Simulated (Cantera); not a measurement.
A closed system holds: 1 mol Si, 0.066 mol N₂O, 6.3 mol N₂, held at 210 Pa.

These are equilibrium values from Cantera (NASA tables, ideal gas, pure condensed phases), not measurements of a reactor. Candidate condensed phases: Si, SiO₂, Si₂N₂O, Si₃N₄; 16 gas species. Mutual solubility and eutectic melting of coexisting phases are not modelled. The numbers say what is thermodynamically allowed, not how fast it happens.

Task: Which condensed phases are stable at each of these points (T (°C)): 877, 977, 1077, 1177, 1277, 1377, 1477, 1577?

Result: 
```tsv
T (°C)	condensed phases	Si condensed (%)
877	Si₂N₂O(s) + Si₃N₄(s)	100.0
977	Si₂N₂O(s) + Si₃N₄(s)	100.0
1077	Si₂N₂O(s) + Si₃N₄(s)	100.0
1177	Si₂N₂O(s) + Si₃N₄(s)	100.0
1277	Si₂N₂O(s) + Si₃N₄(s)	99.7
1377	Si₂N₂O(s) + Si₃N₄(s)	95.5
1477	Si(l)	92.9
1577	Si(l)	91.2
```

From 877 °C to 1377 °C the condensed part is Si₂N₂O(s) + Si₃N₄(s). From 1477 °C to 1577 °C the condensed part is Si(l).
